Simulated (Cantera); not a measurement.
**Adiabatic ignition**

An adiabatic, constant-pressure homogeneous reactor starts with 15.9 % CH₄, 17.6 % O₂, 66.5 % N₂, at 1550 K and 1580 Torr.

Computed with Cantera and GRI-Mech 3.0 (53 species, 325 reactions).

```
t (s)     T (K)     x CH₄     x O₂      x NO    x CH₂O     x HCO     x H₂O     x OH
--------  -----  --------  -------  --------  --------  --------  --------  -------
3.00e-6    1550     0.159    0.176    <1e-12   6.95e-8  1.13e-12   4.47e-7  1.77e-8
6.68e-6    1550     0.159    0.176    <1e-12   3.86e-7  6.78e-12   1.53e-6  3.20e-8
1.49e-5    1550     0.159    0.176    <1e-12   2.31e-6  4.75e-11   6.43e-6  6.83e-8
3.32e-5    1550     0.159    0.176    <1e-12   1.52e-5  4.40e-10   3.13e-5  1.60e-7
7.39e-5    1550     0.159    0.176    <1e-12   9.73e-5   4.83e-9  0.000162  3.72e-7
0.000165   1553     0.158    0.176  1.35e-12  0.000488   4.12e-8  0.000843  8.81e-7
0.000367   1580     0.150    0.171  1.56e-11   0.00224   5.39e-7   0.00634  4.55e-6
0.000818   2654  1.27e-11  8.92e-5  0.000350   1.24e-8   3.27e-7     0.144  0.00323
0.00182    2652  1.24e-11  9.07e-5  0.000431   1.24e-8   3.29e-7     0.144  0.00326
0.00406    2652  1.25e-11  9.03e-5  0.000504   1.24e-8   3.29e-7     0.144  0.00325
0.00904    2651  1.25e-11  9.01e-5  0.000525   1.24e-8   3.29e-7     0.144  0.00325
0.0201     2651  1.25e-11  9.01e-5  0.000526   1.24e-8   3.29e-7     0.144  0.00325
0.0449     2651  1.25e-11  9.01e-5  0.000526   1.24e-8   3.29e-7     0.144  0.00325
0.100      2651  1.25e-11  9.01e-5  0.000526   1.24e-8   3.29e-7     0.144  0.00325
```
x: mole fraction; the columns are a selection and need not sum to one.

The time of steepest temperature rise is 0.531 ms, the temperature at 0.100 s is 2651 K and the equilibrium temperature is 2651 K. The x(CH₄) at 0.100 s is 1.25e-11 (gas-phase equilibrium 1.42e-11) and the x(O₂) at 0.100 s comes out as 9.01e-5 (gas-phase equilibrium 9.01e-5). The x(NO) at 0.100 s is 0.000526 (gas-phase equilibrium 0.000526).
